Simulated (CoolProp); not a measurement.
Vapour-liquid equilibrium of benzene (1) + n-decane (2) at 542 kPa; x and y are mole fractions of (1).

Computed with CoolProp (multi-fluid Helmholtz-energy mixture model, Thol 2012 and Lemmon 2006; pair parameters Bell 2016).

| x | bubble temperature (K) | y at the bubble point | dew temperature at overall composition x (K) | liquid density (mol/L) |
|---|---|---|---|---|
| 0.05 | 517.7 | 0.168 | 524.5 | 3.832 |
| 0.15 | 499.2 | 0.447 | 518.8 | 4.217 |
| 0.25 | 482.6 | 0.639 | 512.8 | 4.623 |
| 0.35 | 468.7 | 0.762 | 506.2 | 5.052 |
| 0.45 | 457.2 | 0.841 | 499.0 | 5.512 |
| 0.55 | 447.9 | 0.894 | 490.9 | 6.017 |
| 0.65 | 440.0 | 0.930 | 481.5 | 6.582 |
| 0.75 | 433.3 | 0.957 | 470.2 | 7.229 |
| 0.85 | 427.4 | 0.977 | 455.8 | 7.984 |
| 0.95 | 422.1 | 0.993 | 435.1 | 8.880 |

No azeotrope shows between x = 0.05 and 0.95.

The pair parameters rest on a limited set of measurements; away from them the model extrapolates.
